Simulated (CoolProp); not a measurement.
A simple Rankine cycle with water: condensing at 320.15 K, boiler at 2.69 MPa, turbine inlet 516.1 K, turbine efficiency 0.8, pump efficiency 0.6, no recuperator. Each further row changes one setting.

Model: reference Helmholtz-energy equation of state, Wagner 2002, in CoolProp.

| case | thermal efficiency (%) | net work (kJ/kg) | heat in (kJ/kg) | turbine exit temperature (K) | volume ratio over the turbine |
|---|---|---|---|---|---|
| as stated | 25.3 | 670 | 2650 | 320.1 | 147 |
| turbine inlet 536.1 K | 25.4 | 688 | 2710 | 320.1 | 141 |
| condensing temperature 312.15 K | 26.3 | 706 | 2680 | 312.1 | 215 |
| boiler pressure 1.88 MPa | 24.0 | 645 | 2690 | 320.1 | 101 |
| turbine efficiency 0.7 | 22.1 | 585 | 2650 | 320.1 | 153 |

The expansion ends wet for: as stated; turbine inlet 536.1 K; condensing temperature 312.15 K; boiler pressure 1.88 MPa; turbine efficiency 0.7.
